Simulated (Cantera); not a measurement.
What does this Cantera script print?

```python
import numpy as np
import cantera as ct

gas_names = [...]  # 49 gases of nasa_gas.yaml made of Cl, F, H, N, Si
cond_names = """
    NH4CL(a) NH4CL(b) Si(cr) Si(L) Si3N4(a)
""".split()


# ... load() reads the species with a 1 bar reference pressure and builds the phases ...
atoms = {
    'Si': {'Si': 1},
    'F2': {'F': 2},
    'N2': {'N': 2},
    'HCl': {'H': 1, 'CL': 1},
}
top_T = {'Si3N4(a)': 2400}  # K; cautious upper limits of use, not melting points


# ... equilibrate(T, P, feed) seeds the gas with the atoms and calls Mixture.equilibrate('TP', solver="vcs", rtol=1e-11, max_steps=5000) ...
results = []
feed = {'Si': 1, 'F2': 5.6, 'N2': 0.42, 'HCl': 1.8}  # mol
T = 825  # K
P = 100000  # Pa
mix = equilibrate(T, P, feed)
results.append((T, P, feed, dict(zip(mix.species_names, mix.species_moles))))
print(gas.report(threshold=1e-06))
for i in range(1, mix.n_phases):
    print(f"{mix.phase(i).name:16s} {mix.phase_moles(i):12.5e} mol")
```

It prints:

```
       temperature   825 K
          pressure   1e+05 Pa
           density   0.75147 kg/m^3
  mean mol. weight   51.546 kg/kmol
   phase of matter   gas

                          1 kg             1 kmol
                     ---------------   ---------------
          enthalpy       -6.6894e+06       -3.4481e+08  J
   internal energy       -6.8225e+06       -3.5167e+08  J
           entropy            5382.9        2.7747e+05  J/K
    Gibbs function        -1.113e+07       -5.7373e+08  J
 heat capacity c_p            951.34             49038  J/K
 heat capacity c_v            790.04             40723  J/K

                      mass frac. Y      mole frac. X     chem. pot. / RT
                     ---------------   ---------------   ---------------
               CLF           0.28864           0.27325           -36.393
              CLF3          0.032792          0.018284           -64.282
                 F         0.0016538          0.004487           -13.945
                F2           0.10186           0.13819           -27.889
                HF           0.11315           0.29152           -63.198
              H2F2        5.4921e-06        7.0752e-06            -126.4
               NF3           0.12197          0.088548           -55.899
                N2          0.012908          0.023751           -28.131
              SiF4           0.32703           0.16196           -275.13
     [  +40 minor]        4.6628e-07        4.3747e-07

Si(cr)            0.00000e+00 mol
Si3N4(a)          0.00000e+00 mol
```

These are equilibrium values from Cantera (NASA tables, ideal gas, pure condensed phases), not measurements of a reactor.
